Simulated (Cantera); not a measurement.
Equilibrium for chlorosilane synthesis and conversion: SiCl4 + Cl2 + H2

Input: 1 mol SiCl4, 0.58 mol Cl2, 10 mol H2, at 1500 °C.

Equilibrium computed with Cantera from the NASA thermochemical tables; the gas is ideal and each condensed phase is pure. Candidate condensed phases: Si; 19 gas species. The tables' values for SiCl3, SiCl are old estimates; treat these amounts as uncertain. Kinetics and transport are ignored.

```tsv
P (Pa)	x H2	x HCl	x SiCl2	x SiCl4	x SiHCl3	x SiCl3	x SiH2Cl2
10000	0.673	0.247	0.0749	0.000373	0.000239	0.00405	2.74e-5
31000	0.677	0.243	0.0713	0.00106	0.000694	0.00668	8.14e-5
98000	0.684	0.236	0.0648	0.00284	0.00193	0.0104	0.000236
310000	0.695	0.223	0.0543	0.00665	0.00486	0.0146	0.000636
960000	0.711	0.206	0.0402	0.0127	0.0103	0.0174	0.00149
3000000	0.728	0.188	0.0249	0.0201	0.0182	0.0172	0.00296
```
x: gas mole fraction; nothing condenses.

From 0.100 bar to 30.0 bar nothing is condensed. The main Si-bearing gas is SiCl2 throughout.
